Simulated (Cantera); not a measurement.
An isothermal plug-flow reactor at 925 K and 1.01 bar (inlet), inlet velocity 0.78 m/s, active area per volume 220 1/m; feed H2 : O2 : N2 = 0.0033 : 0.21 : 0.79 (molar parts), equivalence ratio 0.0079.

Model: Deutschmann's 1995 Pt surface mechanism with GRI-Mech 3.0 gas chemistry, integrated in Cantera. Catalytic surfaces can have several steady states; this one follows from the mechanism file's or the stated starting coverage. Mass transfer to the wall is taken as infinitely fast.

Problem. What does this change do: pressure from 1.01 bar to 2.90 bar?

Solution. 
```csv
quantity,before,after
x(H2) at z = 0.0042 m,4.29e-5,0.000152
x(O2) at z = 0.0042 m,0.208,0.208
x(H2O) at z = 0.0042 m,0.00325,0.00314
θ(free Pt) at the exit,0.0973,0.0673
θ(O*) at the exit,0.902,0.931
θ(OH*) at the exit,0.00102,0.00144
```

Problem. What does this change do: inlet velocity 0.78 to 2.1 m/s?

Solution. 
```csv
quantity,before,after
x(H2) at z = 0.0042 m,4.29e-5,0.000626
x(O2) at z = 0.0042 m,0.208,0.208
x(H2O) at z = 0.0042 m,0.00325,0.00267
θ(free Pt) at the exit,0.0973,0.0993
θ(O*) at the exit,0.902,0.900
```
